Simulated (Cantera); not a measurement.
An adiabatic, constant-pressure homogeneous reactor starts with H2 : O2 : N2 = 1 : 0.806 : 7.18 (molar parts), equivalence ratio 0.62, at 1748 K and 100000 Pa. Integrator tolerance rtol = 1e-08.

Computed with Cantera and GRI-Mech 3.0 (53 species, 325 reactions).

Problem. What does this change do: N2 7.18 to 14 parts?

Solution. 
```json
[
 {"quantity": "time of steepest temperature rise", "before": "12.7 µs", "after": "22.1 µs"},
 {"quantity": "temperature at 1.00 s", "before": "2433 K", "after": "2169 K"},
 {"quantity": "equilibrium temperature", "before": "2433 K", "after": "2168 K"},
 {"quantity": "x(H2) at 1.00 s", "before": "0.00270 (gas-phase equilibrium 0.00270)", "after": "0.000449 (gas-phase equilibrium 0.000449)"},
 {"quantity": "x(O2) at 1.00 s", "before": "0.0306 (gas-phase equilibrium 0.0306)", "after": "0.0178 (gas-phase equilibrium 0.0178)"},
 {"quantity": "x(N2O) at 1.00 s", "before": "4.61e-7 (gas-phase equilibrium 4.61e-7)", "after": "2.20e-7 (gas-phase equilibrium 2.21e-7)"},
 {"quantity": "x(HO2) at 1.00 s", "before": "2.96e-6 (gas-phase equilibrium 2.96e-6)", "after": "6.67e-7 (gas-phase equilibrium 6.64e-7)"},
 {"quantity": "x(H2O) at 1.00 s", "before": "0.110 (gas-phase equilibrium 0.110)", "after": "0.0638 (gas-phase equilibrium 0.0638)"}
]
```

Problem. What does this change do: O2 0.806 to 1.1 parts?

Solution. 
```csv
quantity,before,after
time of steepest temperature rise,12.7 µs,11.2 µs
temperature at 1.00 s,2433 K,2407 K
equilibrium temperature,2433 K,2407 K
x(H2) at 1.00 s,0.00270 (gas-phase equilibrium 0.00270),0.00163 (gas-phase equilibrium 0.00163)
x(O2) at 1.00 s,0.0306 (gas-phase equilibrium 0.0306),0.0606 (gas-phase equilibrium 0.0606)
x(N2O) at 1.00 s,4.61e-7 (gas-phase equilibrium 4.61e-7),5.95e-7 (gas-phase equilibrium 5.95e-7)
x(HO2) at 1.00 s,2.96e-6 (gas-phase equilibrium 2.96e-6),4.53e-6 (gas-phase equilibrium 4.53e-6)
x(H2O) at 1.00 s,0.110 (gas-phase equilibrium 0.110),0.107 (gas-phase equilibrium 0.107)
```

Problem. What does this change do: initial temperature 1748 to 1498 K?

Solution. 
```csv
quantity,before,after
time of steepest temperature rise,12.7 µs,25.9 µs
temperature at 1.00 s,2433 K,2241 K
equilibrium temperature,2433 K,2241 K
x(H2) at 1.00 s,0.00270 (gas-phase equilibrium 0.00270),0.000938 (gas-phase equilibrium 0.000938)
x(O2) at 1.00 s,0.0306 (gas-phase equilibrium 0.0306),0.0324 (gas-phase equilibrium 0.0324)
x(N2O) at 1.00 s,4.61e-7 (gas-phase equilibrium 4.61e-7),3.23e-7 (gas-phase equilibrium 3.23e-7)
x(HO2) at 1.00 s,2.96e-6 (gas-phase equilibrium 2.96e-6),1.78e-6 (gas-phase equilibrium 1.78e-6)
x(H2O) at 1.00 s,0.110 (gas-phase equilibrium 0.110),0.115 (gas-phase equilibrium 0.115)
```
